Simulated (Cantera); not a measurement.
An isothermal, constant-pressure homogeneous reactor starts with 2.67 % H2, 57.9 % O2, 39.4 % N2, equivalence ratio 0.023, at 1398 K and 23.3 Torr.

Cantera simulation using the H2/O2 subset of GRI-Mech 3.0, which has no nitrogen chemistry; the numbers are that mechanism's predictions, not measurements. Radical loss at walls, strong at low pressure, is not modelled.

One state of this run: x H2 = 0.000423; x O2 = 0.557; x HO2 = 2.15e-6; x H = 0.00274; x H2O2 = 6.08e-8; x O = 0.0196; x H2O = 0.0233. x: mole fraction; the columns are a selection and need not sum to one.

### Question
Which value of t (s) does it belong to?
A. 0.392
B. 0.00174
C. 0.0833
D. 1.84

### Answer
B, 0.00174
